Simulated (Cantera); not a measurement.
Mixture: CO : H2 : CH4 : O2 : N2 = 1 : 0.46 : 0.36 : 2.74 : 10.3 (molar parts), at 10.0 bar, adiabatic and at constant pressure. Ignition delay is the time to a rise of 400 K.

Detailed kinetics in Cantera: GRI-Mech 3.0 (53 species, 325 reactions).

What does this change do: H2 0.46 to 1.3 parts?


| quantity | before | after |
|---|---|---|
| delay at 1023 K | 5.00 ms | 4.39 ms |
| delay at 1123 K | 0.565 ms | 0.402 ms |
| delay at 1223 K | 0.119 ms | 54.1 µs |
| delay at 1323 K | 41.0 µs | 15.2 µs |
| delay at 1423 K | 18.5 µs | 6.75 µs |
| apparent activation energy between 1373 and 1473 K | 120 kJ/mol | 110 kJ/mol |

What does this change do: H2 0.46 to 0.98 parts?


```
quantity                                                before       after
--------------------------------------------------  ----------  ----------
delay at 1023 K                                        5.00 ms     4.53 ms
delay at 1123 K                                       0.565 ms    0.431 ms
delay at 1223 K                                       0.119 ms     66.3 µs
delay at 1323 K                                        41.0 µs     19.8 µs
delay at 1423 K                                        18.5 µs     8.72 µs
apparent activation energy between 1373 and 1473 K  120 kJ/mol  120 kJ/mol
```
